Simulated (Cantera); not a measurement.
Input: 1 mol SiCl4, 1.4 mol Cl2, 13 mol H2, held at 2000000 Pa.

These are equilibrium values from Cantera (NASA tables, ideal gas, pure condensed phases), not measurements of a reactor. Candidate condensed phases: Si; 19 gas species. The tables' values for SiCl3 are old estimates; treat these amounts as uncertain. The numbers say what is thermodynamically allowed, not how fast it happens.

x: gas mole fraction; nothing condenses.

```json
[
 {"T (°C)": "400", "x H2": "0.753", "x HCl": "0.182", "x SiCl4": "0.0649", "x SiCl2": "<1e-12", "x SiHCl3": "3.40e-5", "x SiCl3": "2.88e-10"},
 {"T (°C)": "500", "x H2": "0.753", "x HCl": "0.182", "x SiCl4": "0.0648", "x SiCl2": "<1e-12", "x SiHCl3": "0.000169", "x SiCl3": "1.71e-8"},
 {"T (°C)": "600", "x H2": "0.753", "x HCl": "0.182", "x SiCl4": "0.0644", "x SiCl2": "1.40e-10", "x SiHCl3": "0.000569", "x SiCl3": "3.92e-7"},
 {"T (°C)": "700", "x H2": "0.752", "x HCl": "0.183", "x SiCl4": "0.0635", "x SiCl2": "(withheld)", "x SiHCl3": "(withheld)", "x SiCl3": "4.59e-6"},
 {"T (°C)": "800", "x H2": "0.750", "x HCl": "0.185", "x SiCl4": "0.0618", "x SiCl2": "2.83e-7", "x SiHCl3": "0.00307", "x SiCl3": "3.31e-5"},
 {"T (°C)": "900", "x H2": "0.747", "x HCl": "0.188", "x SiCl4": "0.0592", "x SiCl2": "4.47e-6", "x SiHCl3": "0.00550", "x SiCl3": "0.000164"},
 {"T (°C)": "1000", "x H2": "0.744", "x HCl": "0.191", "x SiCl4": "0.0555", "x SiCl2": "4.32e-5", "x SiHCl3": "0.00861", "x SiCl3": "0.000605"},
 {"T (°C)": "1100", "x H2": "0.738", "x HCl": "0.197", "x SiCl4": "0.0504", "x SiCl2": "0.000279", "x SiHCl3": "0.0120", "x SiCl3": "0.00175"},
 {"T (°C)": "1200", "x H2": "0.731", "x HCl": "0.204", "x SiCl4": "(withheld)", "x SiCl2": "(withheld)", "x SiHCl3": "0.0148", "x SiCl3": "0.00404"},
 {"T (°C)": "1300", "x H2": "0.721", "x HCl": "0.215", "x SiCl4": "0.0356", "x SiCl2": "0.00418", "x SiHCl3": "0.0159", "x SiCl3": "0.00753"},
 {"T (°C)": "1400", "x H2": "0.708", "x HCl": "0.228", "x SiCl4": "0.0264", "x SiCl2": "0.0101", "x SiHCl3": "0.0147", "x SiCl3": "0.0113"},
 {"T (°C)": "1500", "x H2": "0.694", "x HCl": "0.243", "x SiCl4": "0.0175", "x SiCl2": "0.0187", "x SiHCl3": "0.0117", "x SiCl3": "0.0139"}
]
```

Some entries are withheld; supply them.


- 700, x SiCl2: 9.53e-9
- 700, x SiHCl3: 0.00146
- 1200, x SiCl4: 0.0439
- 1200, x SiCl2: 0.00127
